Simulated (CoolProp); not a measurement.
R410A along the isobar 0.605 MPa: density (kg/m³) from the reference equation and from simpler models built on Tc = 71.3 °C, pc = 4.901 MPa, ω = 0.296; each cubic takes its own stable root.

Model: reference Helmholtz-energy equation of state, Lemmon 2003, in CoolProp. It is a pseudo-pure fit of the blend.

| T (°C) | phase | reference | van der Waals | Redlich-Kwong | Peng-Robinson |
|---|---|---|---|---|---|
| -44.35 | liquid | 1328 | 25.80 | 1067 | 1259 |
| -19.35 | liquid | 1243 | 22.65 | 23.34 | 1176 |
| 5.65 | gas | 21.27 | 20.24 | 20.63 | 20.94 |
| 30.65 | gas | 18.83 | 18.34 | 18.55 | 18.74 |
| 55.65 | gas | 17.02 | 16.78 | 16.90 | 17.01 |
| 80.55 | gas | 15.60 | 15.48 | 15.55 | 15.62 |
| 105.55 | gas | 14.42 | 14.37 | 14.41 | 14.45 |
| 130.55 | gas | 13.43 | 13.42 | 13.44 | 13.46 |
| 155.55 | gas | 12.58 | 12.59 | 12.60 | 12.60 |
| 180.45 | gas | 11.84 | 11.86 | 11.86 | 11.86 |

At some of these states van der Waals, Redlich-Kwong gives the other phase, because its saturation line lies elsewhere.
